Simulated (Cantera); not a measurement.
CH3SiH3 + C2H4 + H2 (silicon carbide growth)

Input: 1 mol CH3SiH3, 0.46 mol C2H4, 540 mol H2, held at 1173.15 K and 698 Torr.

Equilibrium computed with Cantera from the NASA thermochemical tables; the gas is ideal and each condensed phase is pure. Candidate condensed phases: C, C6H6, C7H8, C8H18, Si, SiC; 87 gas species. The feed counts by its element totals alone. The numbers say what is thermodynamically allowed, not how fast it happens.

- x(H2): 0.998
- x(CH4): 0.00169
- n(SiC(s)): 1.000 mol
- gas amount: 543.0 mol
- log10 activity of C(graphite) (absent): -1.03
- log10 activity of Si(s) (absent): -1.82
